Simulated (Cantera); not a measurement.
Charge: 1 mol SiCl4, 2.3 mol HCl, 700 mol H2, equilibrated at 0.310 bar.

These are equilibrium values from Cantera (NASA tables, ideal gas, pure condensed phases), not measurements of a reactor. Candidate condensed phases: Si; 19 gas species. Kinetics and transport are ignored.

**Question.** Which condensed phases are stable at each of these points (T (K)): 950, 975, 1000, 1025, 1050, 1075, 1100, 1125?

**Answer.** 
| T (K) | condensed phases | Si condensed (%) |
|---|---|---|
| 950 | gas only | 0.0 |
| 975 | gas only | 0.0 |
| 1000 | gas only | 0.0 |
| 1025 | Si(s) | 11.1 |
| 1050 | Si(s) | 25.5 |
| 1075 | Si(s) | 39.0 |
| 1100 | Si(s) | 50.9 |
| 1125 | Si(s) | 60.7 |

From 950 K to 1000 K nothing is condensed. From 1025 K to 1125 K the condensed part is Si(s).
